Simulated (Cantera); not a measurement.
A freely propagating, adiabatic, planar premixed flame of 11.2 % CH4, 18.7 % O2, 70.1 % N2, unburnt at 575 K and 760 Torr; multicomponent transport, grid criteria slope 0.08 and curve 0.16, no radiation.

Computed with Cantera and GRI-Mech 3.0 (53 species, 325 reactions). Burning velocities carry a grid error of a few per cent, more on coarse grids.

x: mole fraction of selected species; z is measured from the peak of heat release.

| z (mm) | T (K) | u (m/s) | x CH4 | x O2 | x NO | x HCN | x HCO | x H |
|---|---|---|---|---|---|---|---|---|
| -1.04 | 575 | 1.11 | 0.112 | 0.186 | <1e-8 | <1e-8 | <1e-8 | <1e-8 |
| -0.691 | 577 | 1.12 | 0.111 | 0.186 | <1e-8 | <1e-8 | <1e-8 | <1e-8 |
| -0.518 | 587 | 1.14 | 0.110 | 0.184 | 4.70e-8 | (withheld) | <1e-8 | <1e-8 |
| -0.345 | 660 | 1.29 | 0.105 | 0.178 | 4.48e-7 | (withheld) | <1e-8 | 1.33e-6 |
| -0.173 | 1086 | 2.17 | 0.0741 | 0.142 | 4.73e-6 | (withheld) | 1.20e-6 | 0.000138 |
| -0.0863 | 1498 | 3.03 | 0.0404 | 0.0987 | 1.11e-5 | (withheld) | 2.07e-5 | 0.000918 |
| 0 | 1873 | 3.83 | 0.0103 | 0.0499 | 2.25e-5 | (withheld) | 6.50e-5 | 0.00399 |
| 0.0863 | 2043 | 4.18 | 0.000997 | 0.0210 | 3.90e-5 | (withheld) | 3.00e-5 | 0.00816 |
| 0.173 | 2086 | 4.26 | 5.38e-5 | 0.0105 | 5.22e-5 | (withheld) | 3.17e-6 | 0.0104 |
| 0.345 | 2118 | 4.30 | 1.49e-7 | 0.00585 | 6.32e-5 | (withheld) | 1.28e-7 | 0.0109 |
| 0.691 | 2155 | 4.36 | <1e-8 | 0.00439 | 7.02e-5 | (withheld) | 9.40e-8 | 0.00961 |
| 1.38 | 2201 | 4.44 | <1e-8 | 0.00318 | 7.84e-5 | <1e-8 | 7.05e-8 | 0.00750 |
| 2.76 | 2248 | 4.53 | <1e-8 | 0.00197 | 9.01e-5 | <1e-8 | 4.82e-8 | 0.00530 |

Question: Some entries are withheld; supply them.

Answer: 
- -0.518, x HCN: 1.65e-8
- -0.345, x HCN: 2.00e-7
- -0.173, x HCN: 2.53e-6
- -0.0863, x HCN: 6.56e-6
- 0, x HCN: 1.36e-5
- 0.0863, x HCN: 1.53e-5
- 0.173, x HCN: 8.83e-6
- 0.345, x HCN: 2.00e-6
- 0.691, x HCN: 1.52e-7
